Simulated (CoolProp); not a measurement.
R124 at 298.15 K and 0.746 MPa is throttled through a valve to 0.468 MPa with no heat exchange. Each further row changes one setting.

The numbers come from the reference Helmholtz-energy equation of state, de Vries 1995 in CoolProp.

```json
[
 {"case": "as stated", "temperature change (K)": "+0.0", "final phase": "liquid", "final density (kg/m³)": "1360"},
 {"case": "outlet pressure 0.14 MPa", "temperature change (K)": "-29.0", "final phase": "two-phase, vapour fraction 0.198", "final density (kg/m³)": "44.4"},
 {"case": "outlet pressure 0.608 MPa", "temperature change (K)": "+0.0", "final phase": "liquid", "final density (kg/m³)": "1360"}
]
```
